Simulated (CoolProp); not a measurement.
Vapour pressure (kPa) of propane: the reference equation beside estimates from Tc = 96.7 °C, pc = 4251 kPa, ω = 0.152. Clausius-Clapeyron is anchored at -50.35 °C with a constant enthalpy of vaporisation of 19.14 kJ/mol.

Model: reference Helmholtz-energy equation of state, Lemmon 2009, in CoolProp.

```json
[
 {"T (°C)": "-61.65", "reference": "39.09", "Clausius-Clapeyron": "39.96", "van der Waals": "278.1", "Peng-Robinson": "39.61"},
 {"T (°C)": "-57.95", "reference": "47.53", "Clausius-Clapeyron": "48.18", "van der Waals": "308.4", "Peng-Robinson": "48.05"},
 {"T (°C)": "-54.15", "reference": "57.65", "Clausius-Clapeyron": "58.01", "van der Waals": "341.8", "Peng-Robinson": "58.15"},
 {"T (°C)": "-50.35", "reference": "69.40", "Clausius-Clapeyron": "69.40", "van der Waals": "377.7", "Peng-Robinson": "69.87"},
 {"T (°C)": "-46.55", "reference": "82.96", "Clausius-Clapeyron": "82.53", "van der Waals": "416.0", "Peng-Robinson": "83.39"},
 {"T (°C)": "-42.85", "reference": "98.08", "Clausius-Clapeyron": "97.16", "van der Waals": "455.7", "Peng-Robinson": "98.44"},
 {"T (°C)": "-39.05", "reference": "115.8", "Clausius-Clapeyron": "114.3", "van der Waals": "[?]", "Peng-Robinson": "116.0"},
 {"T (°C)": "-35.25", "reference": "135.8", "Clausius-Clapeyron": "[?]", "van der Waals": "545.3", "Peng-Robinson": "136.0"},
 {"T (°C)": "-31.45", "reference": "158.5", "Clausius-Clapeyron": "155.7", "van der Waals": "594.1", "Peng-Robinson": "158.5"},
 {"T (°C)": "-27.75", "reference": "183.2", "Clausius-Clapeyron": "179.7", "van der Waals": "644.5", "Peng-Robinson": "183.1"},
 {"T (°C)": "-23.95", "reference": "211.6", "Clausius-Clapeyron": "207.4", "van der Waals": "699.0", "Peng-Robinson": "211.4"},
 {"T (°C)": "-20.15", "reference": "243.2", "Clausius-Clapeyron": "[?]", "van der Waals": "756.5", "Peng-Robinson": "242.8"},
 {"T (°C)": "-16.35", "reference": "278.3", "Clausius-Clapeyron": "272.6", "van der Waals": "817.0", "Peng-Robinson": "277.7"}
]
```

Q: Complete the blanks.

A: 
- -39.05, van der Waals: 499.2
- -35.25, Clausius-Clapeyron: 133.7
- -20.15, Clausius-Clapeyron: 238.2

Absolute difference from the reference over all 13 rows, mean and median: Clausius-Clapeyron 1.4 and 1.5 %, van der Waals 358.3 and 331.1 %, Peng-Robinson 0.4 and 0.2 %.
